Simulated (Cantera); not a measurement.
What does this Cantera script print?

```python
import numpy as np
import cantera as ct

gas_names = """
    CL CL2 H HCL H2 Si SiCL SiCL2 SiCL3 SiCL4 SiH SiHCL3 SiH2 SiH2CL2 SiH3 SiH3CL SiH4 Si2 Si3
""".split()
cond_names = """
    Si(cr) Si(L)
""".split()


# ... load() reads the species with a 1 bar reference pressure and builds the phases ...
atoms = {
    'Si': {'Si': 1},
    'Cl2': {'CL': 2},
    'H2': {'H': 2},
}
top_T = {}  # K; cautious upper limits of use, not melting points


# ... equilibrate(T, P, feed) seeds the gas with the atoms and calls Mixture.equilibrate('TP', solver="vcs", rtol=1e-11, max_steps=5000) ...
results = []
feed = {'Si': 1, 'Cl2': 0.78, 'H2': 9.8}  # mol
T = 1600  # K
for P in [10000, 23000, 51000, 120000, 260000, 590000, 1300000, 3000000]:
    mix = equilibrate(T, P, feed)
    results.append((T, P, feed, dict(zip(mix.species_names, mix.species_moles))))
    x = sorted(zip(gas.X, gas.species_names), reverse=True)
    print(f"T = {T:g} K  P = {P:g} Pa  gas = {mix.phase_moles(0):.4g} mol")
    print("   x: " + "  ".join(f"{s} {v:.3e}" for v, s in x if v > 1e-05))
    print("   condensed (mol): " + ("  ".join(f"{mix.phase(i).name} {mix.phase_moles(i):.4g}"
          for i in range(1, mix.n_phases) if mix.phase_moles(i) > 1e-12) or "none"))
```

Result:

```
T = 1600 K  P = 10000 Pa  gas = 10.57 mol
   x: H2 8.839e-01  HCL 8.577e-02  SiCL2 2.869e-02  SiCL3 1.129e-03  SiHCL3 1.630e-04  H 1.616e-04  SiCL4 1.095e-04  SiH2CL2 4.051e-05  CL 1.240e-05
   condensed (mol): Si(cr) 0.6813
T = 1600 K  P = 23000 Pa  gas = 10.56 mol
   x: H2 8.850e-01  HCL 8.466e-02  SiCL2 2.792e-02  SiCL3 1.644e-03  SiHCL3 3.601e-04  SiCL4 2.386e-04  H 1.066e-04  SiH2CL2 9.078e-05
   condensed (mol): Si(cr) 0.6802
T = 1600 K  P = 51000 Pa  gas = 10.55 mol
   x: H2 8.866e-01  HCL 8.290e-02  SiCL2 2.672e-02  SiCL3 2.293e-03  SiHCL3 7.485e-04  SiCL4 4.848e-04  SiH2CL2 1.930e-04  H 7.168e-05  SiH3CL 1.487e-05
   condensed (mol): Si(cr) 0.6785
T = 1600 K  P = 120000 Pa  gas = 10.53 mol
   x: H2 8.893e-01  HCL 7.984e-02  SiCL2 2.471e-02  SiCL3 3.127e-03  SiHCL3 1.568e-03  SiCL4 9.750e-04  SiH2CL2 4.212e-04  H 4.680e-05  SiH3CL 3.380e-05
   condensed (mol): Si(cr) 0.6752
T = 1600 K  P = 260000 Pa  gas = 10.5 mol
   x: H2 8.929e-01  HCL 7.562e-02  SiCL2 2.208e-02  SiCL3 3.889e-03  SiHCL3 2.876e-03  SiCL4 1.687e-03  SiH2CL2 8.189e-04  SiH3CL 6.966e-05  H 3.186e-05
   condensed (mol): Si(cr) 0.6699
T = 1600 K  P = 590000 Pa  gas = 10.46 mol
   x: H2 8.980e-01  HCL 6.947e-02  SiCL2 1.852e-02  SiHCL3 5.030e-03  SiCL3 4.501e-03  SiCL4 2.695e-03  SiH2CL2 1.568e-03  SiH3CL 1.460e-04  H 2.121e-05
   condensed (mol): Si(cr) 0.6604
T = 1600 K  P = 1.3e+06 Pa  gas = 10.4 mol
   x: H2 9.038e-01  HCL 6.207e-02  SiCL2 1.470e-02  SiHCL3 7.857e-03  SiCL3 4.722e-03  SiCL4 3.737e-03  SiH2CL2 2.759e-03  SiH3CL 2.894e-04  H 1.434e-05  SiH4 1.224e-05
   condensed (mol): Si(cr) 0.6455
T = 1600 K  P = 3e+06 Pa  gas = 10.34 mol
   x: H2 9.101e-01  HCL 5.329e-02  SiHCL3 1.140e-02  SiCL2 1.076e-02  SiH2CL2 4.693e-03  SiCL4 4.621e-03  SiCL3 4.492e-03  SiH3CL 5.774e-04  SiH4 2.864e-05
   condensed (mol): Si(cr) 0.622
```

Method: chemical equilibrium by Gibbs-energy minimisation in Cantera with the NASA 1993 tables (ideal gas, pure condensed phases). The tables' values for SiCl3 are old estimates; treat these amounts as uncertain. Gases not in the tables: Si2H6 and higher silanes.
